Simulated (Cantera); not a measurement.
Charge: 1 mol Pb, 2.3 mol H2, 21 mol N2, 2 mol CO, held at 500 °C and 4.80 bar.

Cantera equilibrium calculation (NASA polynomials, part measured and part estimated; ideal gas, pure solids and liquids). Candidate condensed phases: C, C6H6, C7H8, C8H18, H2O, Pb, PbO, PbO2, Pb3O4; 139 gas species. Equilibrium is a limit: real reactors are often held back by kinetics, nucleation or transport.

Base state: N2 0.889, H2 0.0357, H2O 0.0356, CO2 0.0223, CH4 0.0129, CO 0.00438, NH3 0.000121 (mole fractions); condensed: C(graphite) + Pb(l).

### Question
What changes in the equilibrium state with this change: pressure from 4.80 bar to 1.00 bar?

### Answer
| species | before | after |
|---|---|---|
| N2 | 0.889 | 0.877 |
| H2 | 0.0357 | 0.0563 |
| H2O | 0.0356 | 0.0264 |
| CH4 | 0.0129 | 0.00669 |
| CO2 | 0.0223 | 0.0237 |
| NH3 | 0.000121 | 4.94e-5 |
| CO | 0.00438 | 0.00987 |
| C(graphite), mol | 1.06 | 1.04 |
| Pb(l), mol | 1.00 | 1.000 |
